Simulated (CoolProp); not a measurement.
Propylene along the isobar 5.48 MPa: Z from the reference equation and from simpler models built on Tc = 91.1 °C, pc = 4.555 MPa, ω = 0.146; each cubic takes its own stable root.

Computed with CoolProp (reference Helmholtz-energy equation of state, Lemmon 2013).

| T (°C) | phase | reference | van der Waals | Redlich-Kwong |
|---|---|---|---|---|
| 80.55 | liquid | 0.1956 | 0.2900 | 0.2314 |
| 88.95 | liquid | 0.2087 | 0.3026 | 0.2509 |
| 97.25 | supercritical | 0.2427 | 0.3249 | 0.2905 |
| 105.55 | supercritical | 0.4102 | 0.3775 | 0.4075 |
| 113.95 | supercritical | 0.5211 | 0.4868 | 0.5148 |
| 122.25 | supercritical | 0.5857 | 0.5592 | 0.5777 |
| 130.65 | supercritical | 0.6333 | 0.6081 | 0.6240 |
| 138.95 | supercritical | 0.6706 | 0.6448 | 0.6602 |
| 147.25 | supercritical | 0.7013 | 0.6747 | 0.6902 |
